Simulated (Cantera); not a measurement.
## Pyrogenic steam for wet oxidation

A perfectly stirred reactor is fed with 7.09 % H2, 8.45 % O2, 84.5 % N2, at 1.00 bar; it is held at 1073 K, and followed from long to short residence time.

Computed with Cantera and GRI-Mech 3.0 (53 species, 325 reactions). The temperature is held fixed by assumption; the heat of reaction is taken as removed at once.

```
τ (s)       x H2    x O2       x O     x NO2   x H2O   x H2O2      x OH
------  --------  ------  --------  --------  ------  -------  --------
1.9     0.000330  0.0509   2.20e-6   9.83e-9  0.0732  1.31e-6   6.44e-6
0.70    0.000570  0.0510   4.68e-6   4.89e-9  0.0730  2.36e-6   9.94e-6
0.26    0.000927  0.0512   9.70e-6   2.40e-9  0.0726  3.38e-6   1.62e-5
0.095    0.00145  0.0514   2.00e-5   1.35e-9  0.0720  3.93e-6   2.79e-5
0.035    0.00222  0.0518   3.99e-5  9.36e-10  0.0712  3.93e-6   4.86e-5
0.013    0.00340  0.0523   7.64e-5  7.42e-10  0.0699  3.69e-6   8.38e-5
0.0047   0.00530  0.0532  0.000144  5.97e-10  0.0679  3.48e-6  0.000144
0.0017   0.00834  0.0546  0.000259  4.68e-10  0.0646  3.45e-6  0.000240
```
x: mole fraction; the columns are a selection and need not sum to one.
